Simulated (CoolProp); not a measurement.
Properties of propylene at several states.

Model: reference Helmholtz-energy equation of state, Lemmon 2013, in CoolProp.

| T (K) | p (bar) | phase | cp (kJ/(kg K)) | Joule-Thomson coefficient (K/MPa) |
|---|---|---|---|---|
| 276.3 | 0.15 | gas | … | 21.26 |
| 196.3 | 0.134 | gas | … | … |
| 373.6 | 95.9 | supercritical | 3.361 | 1.141 |

**Question.** Fill in the missing entries.

**Answer.** 
- 276.3, cp (kJ/(kg K)): 1.455
- 196.3, cp (kJ/(kg K)): 1.193
- 196.3, Joule-Thomson coefficient (K/MPa): 57.46
